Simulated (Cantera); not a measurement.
Input: 1 mol MgO, 0.22 mol SO₃, 0.063 mol CO₂, equilibrated at 1 atm.

These are equilibrium values from Cantera (NASA tables, ideal gas, pure condensed phases), not measurements of a reactor. Candidate condensed phases: C, Mg, MgCO₃, MgO, MgS, MgSO₄, S; 26 gas species. Mutual solubility and eutectic melting of coexisting phases are not modelled. Kinetics and transport are ignored.

Which condensed phases are stable at each of these points (T (°C)): 427, 527, 627, 727, 827, 927, 1027, 1127, 1227, 1327, 1427?


```csv
T (°C),condensed phases,Mg condensed (%)
427,MgO(s) + MgSO₄(s),100.0
527,MgO(s) + MgSO₄(s),100.0
627,MgO(s) + MgSO₄(s),100.0
727,MgO(s) + MgSO₄(s),100.0
827,MgO(s) + MgSO₄(s),100.0
927,MgO(s) + MgSO₄(s),100.0
1027,MgO(s) + MgSO₄(s),100.0
1127,MgO(s),100.0
1227,MgO(s),100.0
1327,MgO(s),100.0
1427,MgO(s),100.0
```

From 427 °C to 1027 °C the condensed part is MgO(s) + MgSO₄(s). From 1127 °C to 1427 °C the condensed part is MgO(s).
